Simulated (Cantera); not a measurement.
What does this Cantera script print?

```python
import numpy as np
import cantera as ct

gas_names = [...]  # 100 gases of nasa_gas.yaml made of F, H, N, O, S
cond_names = """
    H2O(s) H2O(L) H2SO4(L) S(cr1) S(cr2) S(L)
""".split()


# ... load() reads the species with a 1 bar reference pressure and builds the phases ...
atoms = {
    'SF6': {'S': 1, 'F': 6},
    'H2': {'H': 2},
    'N2': {'N': 2},
    'SO2': {'S': 1, 'O': 2},
}
top_T = {}  # K; cautious upper limits of use, not melting points


# ... equilibrate(T, P, feed) seeds the gas with the atoms and calls Mixture.equilibrate('TP', solver="vcs", rtol=1e-11, max_steps=5000) ...
results = []
feed = {'SF6': 1, 'H2': 4, 'N2': 1.5, 'SO2': 0.15}  # mol
P = 600000  # Pa
for T in [2500, 2750, 3000, 3250, 3500, 3750, 4000, 4250, 4500, 4750, 5000]:
    mix = equilibrate(T, P, feed)
    results.append((T, P, feed, dict(zip(mix.species_names, mix.species_moles))))

top = {s: max(r[3][s] / sum(r[3][g] for g in gas_names) for r in results) for s in gas_names}
cols = sorted((s for s in top if top[s] > 0.0001), key=lambda s: -top[s])[:7]
seen = [c for c in cond_names if any(r[3].get(c, 0) > 1e-12 for r in results)]
print("log10 of partial pressures in bar; condensed amounts in mol")
print(f"{'T/K':>10s}" + "".join(f"{s[:9]:>10s}" for s in cols + seen))
for T, P, feed, n in results:
    ng = sum(n[g] for g in gas_names)
    print(f"{T:10.4g}" + "".join(f"{np.log10(max(n[s] / ng * P / 1e5, 1e-99)):10.3f}" for s in cols)
          + "".join(f"{n.get(c, 0):10.4g}" for c in seen))
```

Result:

```
log10 of partial pressures in bar; condensed amounts in mol
       T/K        HF         H         F        N2         S        H2        S2
      2500     0.597    -1.781    -3.501    -0.005    -1.627    -0.363    -0.538
      2750     0.593    -1.340    -2.820    -0.009    -1.239    -0.350    -0.592
      3000     0.587    -0.980    -2.245    -0.015    -0.936    -0.356    -0.678
      3250     0.577    -0.687    -1.750    -0.024    -0.706    -0.387    -0.805
      3500     0.561    -0.450    -1.316    -0.036    -0.539    -0.443    -0.975
      3750     0.537    -0.260    -0.935    -0.052    -0.426    -0.523    -1.186
      4000     0.500    -0.105    -0.606    -0.072    -0.355    -0.615    -1.428
      4250     0.441     0.027    -0.335    -0.097    -0.318    -0.707    -1.692
      4500     0.355     0.140    -0.125    -0.128    -0.307    -0.797    -1.972
      4750     0.236     0.234     0.031    -0.163    -0.315    -0.893    -2.258
      5000     0.085     0.306     0.140    -0.199    -0.332    -1.004    -2.536
```

Method: chemical equilibrium by Gibbs-energy minimisation in Cantera with the NASA 1993 tables (ideal gas, pure condensed phases).
